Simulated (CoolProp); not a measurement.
Properties of R227EA along the isobar 3 MPa (Tc = 101.8 °C, pc = 2.925 MPa, ω = 0.358).

Values from CoolProp's reference Helmholtz-energy equation of state, Lemmon 2016.

```tsv
T (°C)	phase	Z	cp (kJ/(kg K))	cv (kJ/(kg K))	expansivity (1/kK)	viscosity (µPa s)	fugacity coefficient
63.25	liquid	0.1482	1.304	0.8888	4.536	151	0.3614
78.65	liquid	0.1540	1.425	0.9184	6.495	117	0.4719
94.05	liquid	0.1697	1.795	0.9610	13.85	81.3	0.5899
109.45	supercritical	0.5107	1.999	0.9995	28.65	20.6	0.6827
124.85	supercritical	0.6392	1.339	0.9707	11.51	19.1	0.7297
140.25	supercritical	0.7105	1.206	0.9678	7.734	19.0	0.7663
155.65	supercritical	0.7603	1.154	0.9728	5.989	19.1	0.7965
171.05	supercritical	0.7980	1.131	0.9814	4.967	19.4	0.8220
186.45	supercritical	0.8280	1.122	0.9919	4.288	19.8	0.8440
201.85	supercritical	0.8525	1.119	1.003	3.801	20.2	0.8630
```

The peak of cp marks the crossing from liquid-like to gas-like fluid above the critical point.

Viscosity comes from a separate model (Huber 2003), an estimate that may be off by 10 % or more.
